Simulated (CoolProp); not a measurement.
n-heptane at several states: Z from the reference equation and from simpler models built on Tc = 541.2 K, pc = 2774 kPa, ω = 0.349; each cubic takes its own stable root.

The numbers come from the reference Helmholtz-energy equation of state, Span 2003 in CoolProp. It is a short technical equation, of lower accuracy than the large ones.

| T (K) | p (kPa) | phase | reference | van der Waals | Redlich-Kwong | Soave-Redlich-Kwong | Peng-Robinson |
|---|---|---|---|---|---|---|---|
| 240.7 | 505 | liquid | 0.03475 | 0.06051 | 0.04069 | 0.03970 | 0.03537 |
| 483.8 | 11.4 | gas | 0.9978 | 0.9984 | 0.9981 | 0.9979 | 0.9978 |
| 443.9 | 8350 | liquid | 0.4033 | 0.6346 | ___ | 0.4482 | 0.3980 |
| 416.6 | 113 | gas | 0.9619 | 0.9771 | 0.9704 | 0.9666 | ___ |
| 222.4 | 862 | liquid | ___ | 0.1098 | 0.07384 | 0.07231 | 0.06449 |
| 446 | 184 | gas | 0.9511 | 0.9679 | 0.9597 | 0.9555 | 0.9525 |

Problem. Complete the blanks.

Solution. 
- 443.9, Redlich-Kwong: 0.4650
- 416.6, Peng-Robinson: 0.9646
- 222.4, reference: 0.06287
